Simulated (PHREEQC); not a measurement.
NH3 is added in steps, without added water, to 1 kg of water holding 0.043 mol NH4HF2, 0.047 mol H2SiF6 and 0.014 mol HCl, at 20 °C. Oxygen alone is held at its pressure in air (log pO2 = -0.68). CO2 from the air is kept out. Solids allowed: SiO2(a). Others were left out.

Base run: PHREEQC, ion-association model, wateq4f.dat. Each further column changes one thing. The table gives Si in solution (mol/kgw).

```
NH3 added (mol)     base  Davies equation for every ion  database phreeqc.dat  all activity coefficients set to 1  Debye-Hückel limiting law
---------------  -------  -----------------------------  --------------------  ----------------------------------  -------------------------
0                 0.0470                         0.0470                0.0470                              0.0470                     0.0470
0.1025            0.0470                         0.0470                0.0470                              0.0470                     0.0470
0.2392            0.0266                         0.0266                0.0251                              0.0267                     0.0267
0.3417           0.00159                        0.00160              0.000221                             0.00175                    0.00174
0.4783           0.00196                        0.00192              0.000288                             0.00197                    0.00225
0.5808           0.00224                        0.00218              0.000339                             0.00216                    0.00264
0.7175           0.00260                        0.00252              0.000406                             0.00240                    0.00315
0.82             0.00288                        0.00277              0.000455                             0.00259                    0.00353
```

wateq4f.dat counts part of the HF as a dimer, H2F2, which phreeqc.dat doesn't know; its constant is uncertain. SiF6-2 is the database's only silicon fluoride. phreeqc.dat and wateq4f.dat share most of their constants, so their agreement is no independent check. Solids allowed in the column 'database phreeqc.dat': Chalcedony.
